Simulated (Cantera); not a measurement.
A closed system holds: 1 mol Si3N4, 0.44 mol CO2, 5.3 mol N2, equilibrated at 4.10 mbar.

Method: chemical equilibrium by Gibbs-energy minimisation in Cantera with the NASA 1993 tables (ideal gas, pure condensed phases). Candidate condensed phases: C, Si, SiC, SiO2, Si2N2O, Si3N4; 34 gas species. Mutual solubility and eutectic melting of coexisting phases are not modelled. Rates play no part.

### Question
Which condensed phases are stable at each of these points (T (°C)): 1302, 1352, 1402, 1452, 1502, 1552, 1602?

### Answer
| T (°C) | condensed phases | Si condensed (%) |
|---|---|---|
| 1302 | SiC(s) + Si2N2O(s) + Si3N4(s) | 99.9 |
| 1352 | SiC(s) + Si2N2O(s) + Si3N4(s) | 99.7 |
| 1402 | SiC(s) + Si2N2O(s) + Si3N4(s) | 98.8 |
| 1452 | SiC(s) + Si2N2O(s) + Si3N4(s) | 96.0 |
| 1502 | Si(l) + SiC(s) + Si2N2O(s) | 77.9 |
| 1552 | Si(l) + SiC(s) | 73.5 |
| 1602 | Si(l) + SiC(s) | 74.1 |

From 1302 °C to 1452 °C the condensed part is SiC(s) + Si2N2O(s) + Si3N4(s). At 1502 °C the condensed part is Si(l) + SiC(s) + Si2N2O(s). From 1552 °C to 1602 °C the condensed part is Si(l) + SiC(s).
